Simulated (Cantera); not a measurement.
Equilibrium for iron carbonyl, mercury and lead vapours: PbO + O2 + H2

Feed: 1 mol PbO, 1.5 mol O2, 0.23 mol H2.

Equilibrium computed with Cantera from the NASA thermochemical tables; the gas is ideal and each condensed phase is pure. Candidate condensed phases: H2O, Pb, PbO, PbO2, Pb3O4; 12 gas species. Equilibrium is a limit: real reactors are often held back by kinetics, nucleation or transport.

Stable condensed phases:

```
T in °C \ P in Pa
              10      68     460    3200   22000  150000 1000000
   1002        A       A       B       B       B       B       B
    927        A       B       B       B       B       B       B
    852        B       B       B       B       B       B       B
    777        B       B       B       B       B       B       B
    702        B       B       B       B       B       B       B
    627        B       B       B       B       B       B       B
    552        B       B       B       B       B       B       B
    477        B       B       B       B       B       B       C
    402        B       B       B       B       B       C       C
    327        B       B       B       B       C       C       C
    252        B       B       C       C       C       C       D
```

A: gas only; B: PbO; C: Pb3O4; D: PbO2.
